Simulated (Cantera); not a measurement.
What does this Cantera script print?

```python
import numpy as np
import cantera as ct

gas = ct.Solution("gri30.yaml", transport_model="multicomponent")
show = ['NH3', 'N2', 'C2H2']

rows = []
print(f"{'T/K':>7s}{'rho':>11s}{'cp':>10s}{'mu':>11s}{'lambda':>11s}{'Pr':>7s}" + "".join(f"{'D_' + s:>11s}" for s in show))
for T in [400, 600, 800, 1000, 1200, 1400, 1600, 1800, 2000]:
    gas.TPX = T, 420000, {'C2H4': 0.46, 'CH4': 0.34, 'C2H6': 0.35, 'H2': 0.91}
    Pr = gas.cp_mass * gas.viscosity / gas.thermal_conductivity
    D = [gas.mix_diff_coeffs_mole[gas.species_index(s)] for s in show]
    rows.append([gas.density, gas.cp_mass, gas.viscosity, gas.thermal_conductivity, Pr, *D])
    print(f"{T:7g}{gas.density:11.4e}{gas.cp_mass:10.1f}{gas.viscosity:11.4e}"
          f"{gas.thermal_conductivity:11.4e}{Pr:7.3f}" + "".join(f"{d:11.4e}" for d in D))
print("SI units: kg/m3, J/kg/K, Pa s, W/m/K, m2/s")
```

It prints:

```
    T/K        rho        cp         mu     lambda     Pr      D_NH3       D_N2     D_C2H2
    400 1.8832e+00    2846.5 1.3766e-05 8.3227e-02  0.471 1.0881e-05 1.0543e-05 8.4078e-06
    600 1.2554e+00    3530.9 1.9142e-05 1.2754e-01  0.530 2.3414e-05 2.1392e-05 1.7474e-05
    800 9.4158e-01    4072.3 2.3767e-05 1.7251e-01  0.561 3.9531e-05 3.4958e-05 2.8907e-05
   1000 7.5327e-01    4515.3 2.7893e-05 2.1749e-01  0.579 5.8757e-05 5.0952e-05 4.2427e-05
   1200 6.2772e-01    4866.3 3.1662e-05 2.6200e-01  0.588 8.0781e-05 6.9177e-05 5.7852e-05
   1400 5.3805e-01    5148.6 3.5163e-05 3.0532e-01  0.593 1.0538e-04 8.9492e-05 7.5048e-05
   1600 4.7079e-01    5374.7 3.8456e-05 3.4723e-01  0.595 1.3240e-04 1.1179e-04 9.3916e-05
   1800 4.1848e-01    5555.9 4.1582e-05 3.8763e-01  0.596 1.6171e-04 1.3597e-04 1.1438e-04
   2000 3.7663e-01    5701.9 4.4571e-05 4.2654e-01  0.596 1.9323e-04 1.6196e-04 1.3638e-04
SI units: kg/m3, J/kg/K, Pa s, W/m/K, m2/s
```

Cantera simulation using GRI-Mech 3.0 (53 species, 325 reactions); the numbers are that mechanism's predictions, not measurements. The composition is frozen, though it would react at the higher temperatures.
